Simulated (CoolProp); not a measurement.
The numbers come from the reference Helmholtz-energy equation of state, Penoncello 2003 in CoolProp.

Problem. Give the vapour pressure (MPa), liquid density (kg/m³), vapour density (kg/m³), liquid viscosity (µPa s) of saturated CHF3 (R23) at 206.1 K.

Solution. 
| T (K) | p (MPa) | liquid density (kg/m³) | vapour density (kg/m³) | liquid viscosity (µPa s) |
|---|---|---|---|---|
| 206.1 | 0.224 | 1390 | 9.85 | 242 |

Viscosity comes from a separate model (Shan 2000).
